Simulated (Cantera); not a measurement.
A Cantera script and what it prints.

```python
import numpy as np
import cantera as ct

gas_names = """
    C CN CO CO2 C2 CCN CNC C2N2 C2O C3 C3O2 C4 C4N2 C5 Cu CuO Cu2 N NCO NO NO2 NO3 N2 N2O O O2 O3
""".split()
cond_names = """
    C(gr) Cu(cr) Cu(L) CuO(s) Cu2O(s) Cu2O(L)
""".split()


# ... load() reads the species with a 1 bar reference pressure and builds the phases ...
atoms = {
    'CuO': {'Cu': 1, 'O': 1},
    'CO': {'C': 1, 'O': 1},
    'N2': {'N': 2},
}
top_T = {'C(gr)': 4500, 'CuO(s)': 1390}  # K; cautious upper limits of use, not melting points


# ... equilibrate(T, P, feed) seeds the gas with the atoms and calls Mixture.equilibrate('TP', solver="vcs", rtol=1e-11, max_steps=5000) ...
results = []
feed = {'CuO': 1, 'CO': 12, 'N2': 2.7}  # mol
P = 69000  # Pa
for T in [975, 1050, 1125, 1200, 1275, 1350, 1425, 1500, 1575, 1650, 1725, 1800, 1875, 1950]:
    mix = equilibrate(T, P, feed)
    results.append((T, P, feed, dict(zip(mix.species_names, mix.species_moles))))

top = {s: max(r[3][s] / sum(r[3][g] for g in gas_names) for r in results) for s in gas_names}
cols = sorted((s for s in top if top[s] > 0.0001), key=lambda s: -top[s])[:5]
seen = [c for c in cond_names if any(r[3].get(c, 0) > 1e-12 for r in results)]
print("log10 of partial pressures in bar; condensed amounts in mol")
print(f"{'T/K':>10s}" + "".join(f"{s[:9]:>10s}" for s in cols + seen))
for T, P, feed, n in results:
    ng = sum(n[g] for g in gas_names)
    print(f"{T:10.4g}" + "".join(f"{np.log10(max(n[s] / ng * P / 1e5, 1e-99)):10.3f}" for s in cols)
          + "".join(f"{n.get(c, 0):10.4g}" for c in seen))
```

It prints:

```
log10 of partial pressures in bar; condensed amounts in mol
       T/K        CO       CO2        N2        Cu     C(gr)    Cu(cr)     Cu(L)
       975    -0.403    -0.823    -0.840   -11.254     1.806         1         0
      1050    -0.295    -1.260    -0.892    -9.978    0.1579         1         0
      1125    -0.287    -1.328    -0.897    -8.874         0         1         0
      1200    -0.287    -1.328    -0.897    -7.911         0         1         0
      1275    -0.287    -1.328    -0.897    -7.063         0         1         0
      1350    -0.287    -1.328    -0.897    -6.310         0         1         0
      1425    -0.287    -1.328    -0.897    -5.663         0         0         1
      1500    -0.287    -1.328    -0.897    -5.085         0         0    0.9998
      1575    -0.287    -1.328    -0.897    -4.563         0         0    0.9994
      1650    -0.287    -1.329    -0.897    -4.090         0         0    0.9983
      1725    -0.287    -1.329    -0.897    -3.660         0         0    0.9953
      1800    -0.287    -1.329    -0.897    -3.266         0         0    0.9884
      1875    -0.288    -1.329    -0.898    -2.905         0         0    0.9733
      1950    -0.289    -1.330    -0.899    -2.573         0         0    0.9425
```

Equilibrium computed with Cantera from the NASA thermochemical tables; the gas is ideal and each condensed phase is pure.
